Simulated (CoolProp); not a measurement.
Propylene at 293.15 K and 0.165 MPa flows at 14 m/s in a round tube of 50 mm bore and 15 µm roughness, fully developed (64/Re and Nu = 3.66 if laminar; Colebrook and Gnielinski if turbulent). Each further row changes one setting.

Model: reference Helmholtz-energy equation of state, Lemmon 2013, in CoolProp.

```tsv
case	Reynolds number	Darcy friction factor	pressure drop (Pa/m)	heat-transfer coefficient (W/(m² K))	mass flow (kg/h)
as stated	243000	0.0173	99.3	150	289
velocity 28 m/s	487000	0.0163	373	282	578
diameter 100 mm	487000	0.0150	42.9	129	1160
```

Viscosity comes from a separate model (Huber 2003), an estimate that may be off by 10 % or more. Thermal conductivity comes from a separate model (Huber 2003), an estimate that may be off by 10 % or more.
